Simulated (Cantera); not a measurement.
Predominance diagram of Ti at 1152 °C against the partial pressures of O2 and CO (log10, bar). Cantera with NASA thermochemical tables; ideal gases at 1 bar, condensed phases pure. Candidates: Ti(β), TiC(s), TiO(s), TiO2(rutile), Ti2O3(s), Ti3O5(s), Ti4O7(s). Only these pure phases compete in this equilibrium. TiC, TiO: taken at fixed stoichiometry. Not in the tables: Magnéli phases beyond Ti4O7, TiC-TiO solid solutions.

```
log p(CO) \ log p(O2)
        columns: -20, -18.8, -17.6, -16.5, -15.3, -14.1, -12.9, -11.8, -10.6, -9.4, -8.2, -7.1, -5.9, -4.7, -3.5, -2.4, -1.2, 0
      0  A A A B C C C C C A A A A A A A A A
   -0.9  A D B B C C C C C C C A A A A A A A
   -1.7  E D B B C C C C C C C C A A A A A A
   -2.6  E D B B C C C C C C C C C C A A A A
   -3.4  E D B B C C C C C C C C C C C A A A
   -4.3  E D B B C C C C C C C C C C C C C A
   -5.1  E D B B C C C C C C C C C C C C C C
     -6  E D B B C C C C C C C C C C C C C C
   -6.9  E D B B C C C C C C C C C C C C C C
   -7.7  E D B B C C C C C C C C C C C C C C
   -8.6  E D B B C C C C C C C C C C C C C C
   -9.4  E D B B C C C C C C C C C C C C C C
  -10.3  E D B B C C C C C C C C C C C C C C
  -11.1  E D B B C C C C C C C C C C C C C C
    -12  E D B B C C C C C C C C C C C C C C
```

A: out of reach (another gas would pass 10 bar, or a non-metal would condense); B: Ti4O7(s); C: TiO2(rutile); D: Ti3O5(s); E: Ti2O3(s).
